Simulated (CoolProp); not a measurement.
Values from CoolProp's reference Helmholtz-energy equation of state, Thol 2017.

Give the vapour pressure (bar), liquid density (kg/m³), vapour density (kg/m³), enthalpy of vaporisation (kJ/kg) of saturated decamethyltetrasiloxane (MD2M) at 347.3, 384.8, 422.4 K.


```csv
T (K),p (bar),liquid density (kg/m³),vapour density (kg/m³),enthalpy of vaporisation (kJ/kg)
347.3,0.0131,800,0.141,172
384.8,0.0753,761,0.738,159
422.4,0.290,721,2.64,146
```
